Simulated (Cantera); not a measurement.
Mixture: H₂ : O₂ : N₂ = 1 : 0.769 : 2.89 (molar parts), equivalence ratio 0.65, at 15800 Torr, adiabatic and at constant pressure. Ignition delay is the time to a rise of 400 K.

Computed with Cantera and GRI-Mech 3.0 (53 species, 325 reactions). The hydrogen kinetics of GRI-Mech 3.0 are dated; newer H2 mechanisms differ, most at raised pressure. The pressure lies above the range GRI-Mech 3.0 was tuned for (to about 10 atm). Below about 950 K walls govern HO2 and H2O2 in real vessels.

Question: What does this change do: pressure from 15800 Torr to 1130 Torr?

Answer: 
```tsv
quantity	before	after
delay at 948 K	25.6 ms	46.8 ms
delay at 1048 K	2.67 ms	0.132 ms
delay at 1148 K	0.370 ms	46.1 µs
delay at 1248 K	52.9 µs	25.9 µs
delay at 1348 K	4.75 µs	17.6 µs
delay at 1448 K	1.26 µs	13.5 µs
```

Question: What does this change do: pressure from 15800 Torr to 760 Torr?

Answer: 
```json
[
 {"quantity": "delay at 948 K", "before": "25.6 ms", "after": "11.2 ms"},
 {"quantity": "delay at 1048 K", "before": "2.67 ms", "after": "0.145 ms"},
 {"quantity": "delay at 1148 K", "before": "0.370 ms", "after": "64.3 µs"},
 {"quantity": "delay at 1248 K", "before": "52.9 µs", "after": "38.8 µs"},
 {"quantity": "delay at 1348 K", "before": "4.75 µs", "after": "27.6 µs"},
 {"quantity": "delay at 1448 K", "before": "1.26 µs", "after": "22.3 µs"}
]
```
Where the delays flatten at high temperature, the 400 K rule measures the pace of heat release, not the induction time.
